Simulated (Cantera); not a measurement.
Input (Python, Cantera) and output of one run.

```python
import numpy as np
import cantera as ct

gas_names = [...]  # 113 gases of nasa_gas.yaml made of C, H, O, Pb
cond_names = """
    C(gr) C6H6(L) C7H8(L) C8H18(L),n-octa H2O(s) H2O(L) Pb(cr) Pb(L) PbO(rd) PbO(yw) PbO(L) PbO2(s)
    Pb3O4(s)
""".split()


# ... load() reads the species with a 1 bar reference pressure and builds the phases ...
atoms = {
    'PbO': {'Pb': 1, 'O': 1},
    'C': {'C': 1},
    'H2': {'H': 2},
}
top_T = {'C(gr)': 4500, 'Pb3O4(s)': 820}  # K; cautious upper limits of use, not melting points


# ... equilibrate(T, P, feed) seeds the gas with the atoms and calls Mixture.equilibrate('TP', solver="gibbs", rtol=1e-10, max_steps=50000) ...
results = []
feed = {'PbO': 1, 'C': 6.8, 'H2': 13}  # mol
for P in [10, 42, 180, 750, 3200, 13000, 56000, 240000, 1000000]:
    for T in [800, 1000, 1200, 1400, 1600, 1800, 2000, 2200, 2400, 2600]:
        mix = equilibrate(T, P, feed)
        results.append((T, P, feed, dict(zip(mix.species_names, mix.species_moles))))

for T, P, feed, n in results:
    print(f"{T:7g} {P:10.4g}  " + (" + ".join(c for c in cond_names if n.get(c, 0) > 1e-12) or "gas only"))
```

Output:

```
    800         10  C(gr) + Pb(L)
   1000         10  C(gr)
   1200         10  C(gr)
   1400         10  C(gr)
   1600         10  C(gr)
   1800         10  C(gr)
   2000         10  C(gr)
   2200         10  C(gr)
   2400         10  C(gr)
   2600         10  C(gr)
    800         42  C(gr) + Pb(L)
   1000         42  C(gr) + Pb(L)
   1200         42  C(gr)
   1400         42  C(gr)
   1600         42  C(gr)
   1800         42  C(gr)
   2000         42  C(gr)
   2200         42  C(gr)
   2400         42  C(gr)
   2600         42  C(gr)
    800        180  C(gr) + Pb(L)
   1000        180  C(gr) + Pb(L)
   1200        180  C(gr)
   1400        180  C(gr)
   1600        180  C(gr)
   1800        180  C(gr)
   2000        180  C(gr)
   2200        180  C(gr)
   2400        180  C(gr)
   2600        180  C(gr)
    800        750  C(gr) + Pb(L)
   1000        750  C(gr) + Pb(L)
   1200        750  C(gr)
   1400        750  C(gr)
   1600        750  C(gr)
   1800        750  C(gr)
   2000        750  C(gr)
   2200        750  C(gr)
   2400        750  C(gr)
   2600        750  C(gr)
    800       3200  C(gr) + Pb(L)
   1000       3200  C(gr) + Pb(L)
   1200       3200  C(gr) + Pb(L)
   1400       3200  C(gr)
   1600       3200  C(gr)
   1800       3200  C(gr)
   2000       3200  C(gr)
   2200       3200  C(gr)
   2400       3200  C(gr)
   2600       3200  C(gr)
    800    1.3e+04  C(gr) + Pb(L)
   1000    1.3e+04  C(gr) + Pb(L)
   1200    1.3e+04  C(gr) + Pb(L)
   1400    1.3e+04  C(gr)
   1600    1.3e+04  C(gr)
   1800    1.3e+04  C(gr)
   2000    1.3e+04  C(gr)
   2200    1.3e+04  C(gr)
   2400    1.3e+04  C(gr)
   2600    1.3e+04  C(gr)
    800    5.6e+04  C(gr) + Pb(L)
   1000    5.6e+04  C(gr) + Pb(L)
   1200    5.6e+04  C(gr) + Pb(L)
   1400    5.6e+04  C(gr) + Pb(L)
   1600    5.6e+04  C(gr)
   1800    5.6e+04  C(gr)
   2000    5.6e+04  C(gr)
   2200    5.6e+04  C(gr)
   2400    5.6e+04  C(gr)
   2600    5.6e+04  C(gr)
    800    2.4e+05  C(gr) + Pb(L)
   1000    2.4e+05  C(gr) + Pb(L)
   1200    2.4e+05  C(gr) + Pb(L)
   1400    2.4e+05  C(gr) + Pb(L)
   1600    2.4e+05  C(gr) + Pb(L)
   1800    2.4e+05  C(gr)
   2000    2.4e+05  C(gr)
   2200    2.4e+05  C(gr)
   2400    2.4e+05  C(gr)
   2600    2.4e+05  C(gr)
    800      1e+06  C(gr) + Pb(L)
   1000      1e+06  C(gr) + Pb(L)
   1200      1e+06  C(gr) + Pb(L)
   1400      1e+06  C(gr) + Pb(L)
   1600      1e+06  C(gr) + Pb(L)
   1800      1e+06  C(gr) + Pb(L)
   2000      1e+06  C(gr)
   2200      1e+06  C(gr)
   2400      1e+06  C(gr)
   2600      1e+06  C(gr)
```

Cantera equilibrium calculation (NASA polynomials, part measured and part estimated; ideal gas, pure solids and liquids).
